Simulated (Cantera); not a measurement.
What does this Cantera script print?

```python
import numpy as np
import cantera as ct

gas = ct.Solution("SiF4_NH3_mec.yaml", "gas")
gas.TPX = 2400, 53000, {'NH3': 2.9, 'N2': 0.14}
reactor = ct.IdealGasConstPressureReactor(gas, energy="off", clone=False)
net = ct.ReactorNet([reactor])
net.rtol, net.atol = 1e-08, 1e-18
show = ['NH3', 'NH', 'H', 'N', 'H2', 'N2', 'NH2']
times = np.geomspace(4e-06, 200, 13)

steps = ct.SolutionArray(gas, extra=["t"])
rows = []
print(f"{'t/s':>10s}{'T/K':>9s}{'P/Pa':>11s}" + "".join(f"{s:>11s}" for s in show))
for t in times:
    while net.time < t:
        t_next = net.step()
        steps.append(gas.state, t=t_next)
    rows.append([np.interp(t, steps.t, y) for y in (steps.T, steps.P, *steps(*show).X.T)])
    print(f"{t:10.3e}{rows[-1][0]:9.1f}{rows[-1][1]:11.4g}" + "".join(f"{x:11.3e}" for x in rows[-1][2:]))
rate = np.gradient(steps.T, steps.t)
print("integrator steps:", len(steps.t))
if steps.T.max() > steps.T[0] + 200:
    print(f"time of steepest temperature rise: {steps.t[rate.argmax()]:.4e} s")
gas.TPX = 2400, 53000, {'NH3': 2.9, 'N2': 0.14}
gas.equilibrate("TP")
print(f"equilibrium (TP): T = {gas.T:.1f} K  " + "  ".join(f"{s} {gas[s].X[0]:.3e}" for s in show))
```

It prints:

```
       t/s      T/K       P/Pa        NH3         NH          H          N         H2         N2        NH2
 4.000e-06   2400.0    5.3e+04  9.516e-01  5.169e-06  9.291e-06  1.222e-08  7.979e-04  4.602e-02  1.567e-03
 1.752e-05   2400.0    5.3e+04  9.431e-01  5.845e-05  2.309e-05  2.910e-07  4.610e-03  4.632e-02  5.764e-03
 7.678e-05   2400.0    5.3e+04  9.001e-01  1.111e-04  1.129e-04  1.955e-06  3.641e-02  5.557e-02  7.420e-03
 3.364e-04   2400.0    5.3e+04  7.392e-01  1.379e-04  3.940e-04  6.435e-06  1.609e-01  9.359e-02  5.603e-03
 1.474e-03   2400.0    5.3e+04  3.596e-01  1.318e-04  1.222e-03  1.105e-05  4.532e-01  1.827e-01  3.102e-03
 6.456e-03   2400.0    5.3e+04  3.211e-02  6.500e-05  4.068e-03  1.353e-05  7.037e-01  2.594e-01  5.989e-04
 2.828e-02   2400.0    5.3e+04  3.252e-05  1.377e-06  1.858e-02  1.317e-06  7.162e-01  2.652e-01  2.729e-06
 1.239e-01   2400.0    5.3e+04  4.241e-06  1.803e-07  1.861e-02  1.727e-07  7.162e-01  2.652e-01  3.566e-07
 5.429e-01   2400.0    5.3e+04  1.959e-06  8.329e-08  1.861e-02  7.979e-08  7.162e-01  2.652e-01  1.647e-07
 2.378e+00   2400.0    5.3e+04  1.925e-06  8.187e-08  1.861e-02  7.842e-08  7.162e-01  2.652e-01  1.619e-07
 1.042e+01   2400.0    5.3e+04  1.925e-06  8.187e-08  1.861e-02  7.842e-08  7.162e-01  2.652e-01  1.619e-07
 4.565e+01   2400.0    5.3e+04  1.925e-06  8.187e-08  1.861e-02  7.842e-08  7.162e-01  2.652e-01  1.619e-07
 2.000e+02   2400.0    5.3e+04  1.925e-06  8.187e-08  1.861e-02  7.842e-08  7.162e-01  2.652e-01  1.619e-07
integrator steps: 1852
equilibrium (TP): T = 2400.0 K  NH3 1.925e-06  NH 8.187e-08  H 1.861e-02  N 7.842e-08  H2 7.162e-01  N2 2.652e-01  NH2 1.619e-07
```

Cantera simulation using the gas-phase N/H chemistry of the illustrative SiF4/NH3 mechanism in the Surface Chemkin manual (1991); the numbers are that mechanism's predictions, not measurements. Walls and surfaces, which speed up NH3 decomposition in real reactors, are not modelled.
